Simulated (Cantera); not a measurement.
Charge: 1 mol CuO, 1.2 mol CO, 2.8 mol H2, 0.56 mol CH4, equilibrated at 2900 Pa.

Method: chemical equilibrium by Gibbs-energy minimisation in Cantera with the NASA 1993 tables (ideal gas, pure condensed phases). Candidate condensed phases: C, C6H6, C7H8, C8H18, Cu, CuO, Cu(OH)2, Cu2O, H2O; 113 gas species. The numbers say what is thermodynamically allowed, not how fast it happens. All values below are at 1600 K.

Base state: H2 0.622, CO 0.299, H2O 0.0667, CO2 0.0107, Cu 0.00137, H 0.000252 (mole fractions); condensed: Cu(l).

### Question
What changes in the equilibrium state with this change: H2 from 2.8 to 9.9 mol?

### Answer
```
species       before     after
----------  --------  --------
H2             0.622     0.828
CO             0.299     0.136
H2O           0.0667    0.0326
CO2           0.0107   0.00178
Cu           0.00137   0.00137
H           0.000252  0.000291
Cu(l), mol     0.992     0.982
```
